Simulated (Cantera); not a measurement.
Feed: 1 mol Si2Cl6, 0.06 mol Cl2, 21 mol H2, equilibrated at 0.00150 bar.

Equilibrium computed with Cantera from the NASA thermochemical tables; the gas is ideal and each condensed phase is pure. Candidate condensed phases: Si; 19 gas species. The feed counts by its element totals alone. The numbers say what is thermodynamically allowed, not how fast it happens.

What share of the Si ends up in condensed phases as a function of T (°C), at 950, 1000, 1050, 1100, 1150, 1200, 1250, 1300, 1350?


| T (°C) | Si condensed (%) | as |
|---|---|---|
| 950 | 31.2 | Si(s) |
| 1000 | 29.1 | Si(s) |
| 1050 | 27.5 | Si(s) |
| 1100 | 26.1 | Si(s) |
| 1150 | 24.9 | Si(s) |
| 1200 | 23.8 | Si(s) |
| 1250 | 22.8 | Si(s) |
| 1300 | 21.9 | Si(s) |
| 1350 | 21.0 | Si(s) |
